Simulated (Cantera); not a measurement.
Cantera run:

```python
import numpy as np
import cantera as ct

gas_names = """
    NO N2O NbO2
""".split()
cond_names = """
    Nb(cr) Nb(L)
""".split()


# ... load() reads the species with a 1 bar reference pressure and builds the phases ...
species = {s.name: s for s in load("nasa_gas.yaml", gas_names) + load("nasa_condensed.yaml", cond_names)}
# Each term lists the table entries of one substance; the one whose range holds T is used.
reactions = {
    'Nb + 4 NO(g) = 2 N2O(g) + NbO2(g)':
        [(-1, ['Nb(cr)', 'Nb(L)']), (-4, ['NO']), (2, ['N2O']), (1, ['NbO2'])],
}


def pick(names, T):
    return next(species[n] for n in names if species[n].thermo.min_temp <= T <= species[n].thermo.max_temp)


results = []
for label, terms in reactions.items():
    print(label)
    print("     T/K   dH/kJ  dS/(J/K)   dG/kJ   log10 K")
    for T in [300, 1023, 1123, 1223, 1323, 1423, 1523, 1623, 1723]:
        used = [(nu, pick(names, T)) for nu, names in terms]
        dH = sum(nu * s.thermo.h(T) for nu, s in used) / 1e6
        dS = sum(nu * s.thermo.s(T) for nu, s in used) / 1e3
        dG = dH - T * dS / 1e3
        logK = -dG * 1e6 / (ct.gas_constant * T * np.log(10))
        results.append((label, T, dH, dS, dG, logK, [s.name for _, s in used]))
        print(f"{T:8g} {dH:8.1f} {dS:8.1f} {dG:8.1f} {logK:8.2f}")
```

Result:

```
Nb + 4 NO(g) = 2 N2O(g) + NbO2(g)
     T/K   dH/kJ  dS/(J/K)   dG/kJ   log10 K
     300   -401.9   -166.7   -351.9    61.27
    1023   -404.5   -174.0   -226.5    11.57
    1123   -404.3   -173.8   -209.1     9.73
    1223   -404.0   -173.6   -191.8     8.19
    1323   -403.8   -173.4   -174.4     6.89
    1423   -403.6   -173.2   -157.1     5.77
    1523   -403.4   -173.1   -139.8     4.79
    1623   -403.2   -173.0   -122.5     3.94
    1723   -403.0   -172.9   -105.2     3.19
```

Standard-state values (1 bar) from the NASA 1993 polynomials, evaluated with Cantera. Condensed species are held in their standard states even where they would react or evaporate.
